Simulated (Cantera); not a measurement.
Input: 1 mol SiCl₄, 0.66 mol Cl₂, 0.85 mol H₂, at 20.0 bar.

Cantera equilibrium calculation (NASA polynomials, part measured and part estimated; ideal gas, pure solids and liquids). Candidate condensed phases: Si; 19 gas species. The tables' values for SiCl₃ are old estimates; treat these amounts as uncertain. Rates play no part.

x: gas mole fraction; nothing condenses.

```
T (°C)  x HCl  x SiCl₄    x H₂   x SiCl₃  x SiHCl₃  x SiCl₂
------  -----  -------  ------  --------  --------  -------
450     0.526    0.398  0.0757   1.73e-9   1.71e-5   <1e-12
550     0.526    0.398  0.0756   6.11e-8   6.91e-5   <1e-12
650     0.526    0.398  0.0755   9.85e-7  0.000204        ?
750     0.526    0.398  0.0752   9.11e-6  0.000481        ?
850     0.527    0.397  0.0747   5.61e-5  0.000966        ?
950     0.528    0.396  0.0738  0.000253   0.00171        ?
1050    0.529    0.395  0.0725  0.000899   0.00274        ?
1150    0.532    0.391  0.0702   0.00262   0.00401        ?
1250    0.536    0.385  0.0665   0.00643   0.00536        ?
```

Question: Complete the blanks.

Answer: 
- 650, x SiCl₂: 9.81e-11
- 750, x SiCl₂: 4.41e-9
- 850, x SiCl₂: 9.83e-8
- 950, x SiCl₂: 1.29e-6
- 1050, x SiCl₂: 1.12e-5
- 1150, x SiCl₂: 6.94e-5
- 1250, x SiCl₂: 0.000321
